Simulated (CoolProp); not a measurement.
A closed Brayton cycle with carbon dioxide: compressor inlet 324.15 K and 8.9 MPa, high pressure 21.2 MPa, turbine inlet 905 K, compressor efficiency 0.8, turbine efficiency 0.85, recuperator effectiveness 0 (on enthalpy, no pinch check). Each further row changes one setting.

Computed with CoolProp (reference Helmholtz-energy equation of state, Span 1996).

| case | thermal efficiency (%) | net work (kJ/kg) | compressor to turbine work | compressor exit (K) | turbine exit (K) |
|---|---|---|---|---|---|
| as stated | 11.5 | 77.7 | 0.35 | 392.8 | 800.3 |
| turbine inlet 855 K | 11.5 | 70.4 | 0.38 | 392.8 | 753.9 |
| compressor inlet 334.15 K | 11.1 | 70.8 | 0.41 | 410.5 | 800.3 |
| high pressure 18 MPa | 9.6 | 65.6 | 0.34 | 379.5 | 819.6 |
| recuperator effectiveness 0.5 | 17.8 | 77.7 | 0.35 | 392.8 | 800.3 |
